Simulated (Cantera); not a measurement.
Charge: 1 mol Ta(OEt)₅, 2 mol O₂, 230 mol H₂, held at 2173.15 K and 2.60 Pa.

Method: chemical equilibrium by Gibbs-energy minimisation in Cantera with the NASA 1993 tables (ideal gas, pure condensed phases). The feed counts by its element totals alone. TaC: taken at fixed stoichiometry. Condensed phases not in the tables: Ta₂C. Equilibrium is a limit: real reactors are often held back by kinetics, nucleation or transport.

```csv
species,before,after
H,0.589,0.586
H₂,0.386,0.383
CO,0.0253,0.0279
TaO,5.56e-8,0.00186
TaO₂,<1e-9,0.000926
O,1.07e-9,2.90e-5
OH,1.00e-9,2.71e-5
H₂O,4.91e-9,0.000132
"TaC(s), mol",1.000,0
```
Gas species are given as mole fractions.

Task: Which change was made?
A. O₂ from 2 to 0.53 mol
B. pressure from 2.60 Pa to 1 atm
C. O₂ from 2 to 3.2 mol
D. O₂ from 2 to 0.32 mol

Result: C, O₂ from 2 to 3.2 mol
